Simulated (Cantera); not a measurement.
A closed system holds: 1 mol Si2Cl6, 0.24 mol Cl2, 24 mol H2, at 200 Pa.

Cantera equilibrium calculation (NASA polynomials, part measured and part estimated; ideal gas, pure solids and liquids). Candidate condensed phases: Si; 19 gas species. The feed counts by its element totals alone. The tables' values for SiCl3 are old estimates; treat these amounts as uncertain. Equilibrium is a limit: real reactors are often held back by kinetics, nucleation or transport.

Q: At 1225 K, list the 4 most abundant gas species with their mole fractions, and the condensed phases.

A: H2 0.830, HCl 0.118, SiCl2 0.0408, SiCl4 0.00531. Condensed: Si(s).
